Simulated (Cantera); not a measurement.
Reactions in the system O-S-Si

Standard-state values (1 bar) from the NASA 1993 polynomials, evaluated with Cantera. Values are per mole of reaction as written; species without (g) are pure solids or liquids, kept so even where they would boil at 1 bar.

2 SO2(g) + 4 Si = 4 SiO(g) + S2(g)

| T (K) | ΔH° (kJ) | ΔS° (J/K) | ΔG° (kJ) | log10 K | condensed phases |
|---|---|---|---|---|---|
| 1375 | 287.8 | 462.3 | -347.9 | 13.21 | Si(s) |
| 1475 | 283.7 | 459.4 | -393.9 | 13.95 | Si(s) |
| 1575 | 279.5 | 456.6 | -439.7 | 14.58 | Si(s) |
| 1675 | 275.1 | 454.0 | -485.3 | 15.13 | Si(s) |
| 1775 | 70.5 | 333.0 | -520.4 | 15.32 | Si(l) |
| 1875 | 66.9 | 331.0 | -553.6 | 15.42 | Si(l) |
| 1975 | 63.3 | 329.1 | -586.6 | 15.52 | Si(l) |
